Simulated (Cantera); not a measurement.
## Oxide etching and cleaning by halides: MgO + HCl + N2

Feed: 1 mol MgO, 77 mol HCl, 1.5 mol N2, held at 1300 K and 1.33 mbar.

Cantera equilibrium calculation (NASA polynomials, part measured and part estimated; ideal gas, pure solids and liquids). Candidate condensed phases: H2O, Mg, MgCl2, MgO, Mg(OH)2, NH4Cl; 38 gas species. Equilibrium is a limit: real reactors are often held back by kinetics, nucleation or transport.

```json
{
  "x(HCl)": "0.954",
  "x(N2)": "0.0191",
  "x(MgCl2)": "0.0127",
  "x(H2O)": "0.0127",
  "x(Cl)": "0.00105",
  "x(H2)": "0.000536",
  "x(Cl2)": "9.61e-6",
  "gas_amount": "78.54 mol",
  "log10 activity of Mg(l) (absent)": "-13.48"
}
```
